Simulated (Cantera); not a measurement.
Feed: 1 mol AlCl3, 16 mol H2O, 190 mol H2, held at 900 °C and 47.0 Pa.

Cantera equilibrium calculation (NASA polynomials, part measured and part estimated; ideal gas, pure solids and liquids). Candidate condensed phases: Al, AlCl3, Al2O3, H2O; 29 gas species. Kinetics and transport are ignored.

Base state: H2 0.916, H2O 0.0699, HCl 0.0145 (mole fractions); condensed: Al2O3(s).

What changes in the equilibrium state with this change: AlCl3 replaced by Al?


```
species        before   after
-------------  ------  ------
H2              0.916   0.930
H2O            0.0699  0.0704
HCl            0.0145       0
Al2O3(s), mol   0.500   0.500
```

What changes in the equilibrium state with this change: H2O from 16 to 0.71 mol?


| species | before | after |
|---|---|---|
| H2 | 0.916 | 0.988 |
| HCl | 0.0145 | 0.00923 |
| AlCl3 | <1e-9 | 0.00172 |
| H2O | 0.0699 | 7.83e-9 |
| AlCl | <1e-9 | 0.000825 |
| AlCl2 | <1e-9 | 0.000193 |
| Al2O3(s), mol | 0.500 | 0.237 |
The tables' values for AlCl2 are old estimates; treat these amounts as uncertain.
